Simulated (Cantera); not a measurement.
A closed system holds: 1 mol c-C4F8, 0.028 mol HCl, 0.46 mol H2, held at 0.0728 Torr.

Points: T (K) = 923, 1023, 1123, 1223, 1323, 1423, 1523, 1623, 1723, 1823, 1923, 2023, 2123, 2223.

Cantera's Mixture.equilibrate('TP', solver="vcs", rtol=1e-11, max_steps=5000) on the NASA tables stopped like this:

```
ERROR: FAILURE its = 5001!

*******************************************************************************
CanteraError thrown by MultiPhase::equilibrate:
VCS solver failed. Return code: -1
*******************************************************************************
```

### Question
What got this run through?

### Answer
Several could match; the one computed here: The failure is numerical, not chemical. The same input converged with solver="gibbs", rtol=1e-10, max_steps=50000, and the result passed a check of the equilibrium conditions:
```
log10 of partial pressures in bar; condensed amounts in mol
       T/K         F       CF4        HF       CF2        CL        CF       HCL       CF3     C(gr)
       923   -13.636    -4.200    -4.482   -12.600    -7.720   -21.140    -6.046   -12.615     2.231
      1023   -11.890    -4.201    -4.480   -11.035    -6.854   -18.440    -6.159   -11.351     2.232
      1123   -10.453    -4.202    -4.477    -9.753    -6.319   -16.223    -6.429   -10.315     2.234
      1223    -9.251    -4.204    -4.475    -8.683    -6.092   -14.371    -6.876    -9.449     2.236
      1323    -8.230    -4.204    -4.474    -7.776    -6.028   -12.801    -7.386    -8.715     2.236
      1423    -7.353    -4.205    -4.475    -6.999    -6.012   -11.454    -7.863    -8.085     2.236
      1523    -6.591    -4.209    -4.476    -6.327    -6.009   -10.285    -8.289    -7.541     2.232
      1623    -5.925    -4.222    -4.482    -5.744    -6.013    -9.265    -8.672    -7.072     2.219
      1723    -5.344    -4.265    -4.503    -5.247    -6.033    -8.372    -9.035    -6.682     2.184
      1823    -4.850    -4.397    -4.562    -4.851    -6.092    -7.602    -9.415    -6.405     2.112
      1923    -4.469    -4.760    -4.687    -4.621    -6.217    -6.974    -9.840    -6.342     2.068
      2023    -4.248    -5.579    -4.823    -4.661    -6.353    -6.532   -10.145    -6.655     2.422
      2123    -4.152    -6.740    -4.886    -4.907    -6.416    -6.238   -10.197    -7.253     3.037
      2223    -4.111    -7.978    -4.915    -5.223    -6.445    -6.016   -10.142    -7.933     3.455
```

The gas is ideal and each condensed phase is pure. The feed counts by its element totals alone. Gases not in the tables: C2F6 and larger saturated fluorocarbons.
